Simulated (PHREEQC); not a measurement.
A solution holds 1 mol K2CO3, 0.21 mol KCl and 0.0019 mol H4SiO4 per kg of water, at 25 °C. Closed to the air; pH follows from the charge balance.

Computed with PHREEQC (Pitzer model, pitzer.dat).

```
quantity                   before    after
------------------------  -------  -------
pH                          11.80     6.24
ionic strength (mol/kgw)     3.20    0.210
H3SiO4- (mol/kgw)         0.00114  7.34e-7
H4SiO4 (mol/kgw)          4.58e-6  0.00190
SI of Sylvite (KCl)         -1.80    -2.55
SI of SiO2(a) (SiO2)        -2.58    -0.05
```

Question: Which change was made?
A) temperature from 25 to 5 °C
B) KCl from 0.21 to 0.189 mol/kgw
C) K2CO3 from 1 to 1.1 mol/kgw
D) K2CO3 left out
E) temperature from 25 to 20 °C

Answer: D, K2CO3 left out

This is a speciation only: nothing precipitates in the calculation. In brines, pH and single-ion activities rest on the MacInnes convention.
